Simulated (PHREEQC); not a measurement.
A made-up water analysis in mg/kgw, 25 °C, pH 7.86, pe 12.6: Na 19.6; K 2.94; Ca 25.7; Mg 18.6; Cl 87.6; S(6) as SO4 107; Alkalinity as HCO3 43.5; Si as SiO2 0.249; Li 0.00478.

Valence states are taken as typed.

All values are PHREEQC results (ion-association model, phreeqc.dat), not measurements.

**Question.** The ionic strength comes out as 0.00654 mol/kgw. What activity coefficients do CO3-2, NaSO4-, SO4-2, HCO3-, K+ get?

**Answer.** CO3-2 0.72, NaSO4- 0.92, SO4-2 0.71, HCO3- 0.92, K+ 0.92.

No solid was allowed to form.
